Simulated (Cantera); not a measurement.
A freely propagating, adiabatic, planar premixed flame of 16.4 % H2, 14.6 % O2, 55.0 % N2, 14.1 % H2O, unburnt at 500 K and 0.987 atm; mixture-averaged transport, grid criteria slope 0.08 and curve 0.16, no radiation.

Model: the H2/O2 subset of GRI-Mech 3.0, which has no nitrogen chemistry, integrated in Cantera. Burning velocities carry a grid error of a few per cent, more on coarse grids. Lean hydrogen flames are cellular in practice and burn faster than this planar one.

**Question.** Predict: laminar burning velocity; thermal thickness; peak x(H); peak x(O); peak x(HO2).

**Answer.** 
| Property | Value |
|---|---|
| laminar burning velocity | 91.7 cm/s |
| thermal thickness | 0.466 mm |
| peak x(H) | 0.00302 |
| peak x(O) | 0.00220 |
| peak x(HO2) | 0.000360 |
